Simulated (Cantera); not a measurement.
An isothermal, constant-pressure homogeneous reactor starts with C2H6 : N2 = 1 : 67 (molar parts), at 1850 K and 100.0 Torr. Integrator tolerance rtol = 1e-08.

Computed with Cantera and GRI-Mech 3.0 (53 species, 325 reactions). GRI-Mech 3.0 stops at C3 and has no aromatics, soot or wall deposition, so with more carbon than oxygen in the feed, carbon stays in small species such as C2H2 where larger ones or solid carbon would form.

What does this change do: temperature 1850 to 1250 K?


```csv
quantity,before,after
x(C2H6) at 10.0 s,1.14e-12 (gas-phase equilibrium <1e-12),2.43e-7 (gas-phase equilibrium 2.12e-8)
x(C2H) at 10.0 s,1.35e-6 (gas-phase equilibrium 1.59e-7),3.19e-11 (gas-phase equilibrium 7.66e-12)
x(C2H4) at 10.0 s,8.94e-7 (gas-phase equilibrium 1.05e-7),0.000956 (gas-phase equilibrium 6.79e-5)
x(CH4) at 10.0 s,1.17e-6 (gas-phase equilibrium 1.05e-6),0.00214 (gas-phase equilibrium 0.000749)
x(H2) at 10.0 s,0.0284 (gas-phase equilibrium 0.0284),0.0245 (gas-phase equilibrium 0.0274)
x(CH2) at 10.0 s,2.12e-9 (gas-phase equilibrium 1.92e-9),1.83e-12 (gas-phase equilibrium <1e-12)
x(H) at 10.0 s,0.000251 (gas-phase equilibrium 0.000251),2.18e-7 (gas-phase equilibrium 2.21e-7)
```
